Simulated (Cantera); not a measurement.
A perfectly stirred reactor is fed with H2 : O2 : N2 = 1 : 1.02 : 3.84 (molar parts), equivalence ratio 0.49, at 10.0 bar; it is adiabatic with a 300 K inlet, and is followed from long to short residence time, starting on the burning branch (τ in s: 0.077, 0.036, 0.017, 0.0079, 0.0037, 0.0017, 0.00081, 0.00038, 0.00018, 8.4e-05, 3.9e-05, 1.8e-05, 8.6e-06).

Computed with Cantera and the H2/O2 subset of GRI-Mech 3.0, which has no nitrogen chemistry. The hydrogen kinetics of GRI-Mech 3.0 are dated; newer H2 mechanisms differ, most at raised pressure.

Task: Predict: blow-out, bracketed by the residence times tried; x(H2) at τ = 77.0 ms; x(O2) at τ = 77.0 ms; x(O) at τ = 77.0 ms; x(OH) at τ = 77.0 ms; x(H) at τ = 77.0 ms; x(H2) at τ = 0.810 ms; x(O2) at τ = 0.810 ms; x(O) at τ = 0.810 ms; x(OH) at τ = 0.810 ms; x(H) at τ = 0.810 ms.

Result: 
* **blow-out, bracketed by the residence times tried**: burning at 39.0 µs, out at 18.0 µs
* **x(H2) at τ = 77.0 ms**: 3.94e-5
* **x(O2) at τ = 77.0 ms**: 0.0970
* **x(O) at τ = 77.0 ms**: 5.61e-6
* **x(OH) at τ = 77.0 ms**: 0.000221
* **x(H) at τ = 77.0 ms**: 3.25e-7
* **x(H2) at τ = 0.810 ms**: 0.00110
* **x(O2) at τ = 0.810 ms**: 0.0972
* **x(O) at τ = 0.810 ms**: 8.66e-5
* **x(OH) at τ = 0.810 ms**: 0.000668
* **x(H) at τ = 0.810 ms**: 2.32e-5
